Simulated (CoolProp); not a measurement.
A single-stage vapour-compression cycle with the fluid: evaporating at 259.15 K (dew point), condensing at 328.15 K (bubble point), superheat 2 K, subcooling 8 K, compressor efficiency 0.7, no pressure losses. The same conditions are run with several fluids, on thermodynamics alone (safety and materials aside).

Computed with CoolProp (reference Helmholtz-energy equation of state of each fluid (R125: Lemmon 2005; isobutene: Lemmon 2005; R143a: Lemmon and Jacobsen 2000; R134a: Tillner-Roth 1994; R245fa: Akasaka 2015)).

```
fluid      cooling COP  pressure ratio  discharge temperature (K)  refrigerating effect (kJ/kg)  volumetric capacity (kJ/m³)
---------  -----------  --------------  -------------------------  ----------------------------  ---------------------------
R125              1.47            6.76                      343.8                          63.1                         1650
isobutene         2.04            9.05                      349.4                           258                          528
R143a             1.68            6.60                      353.6                           105                         1800
R134a             1.91            8.73                      355.2                           125                         1070
R245fa            2.03            14.8                      344.4                           134                          227
```
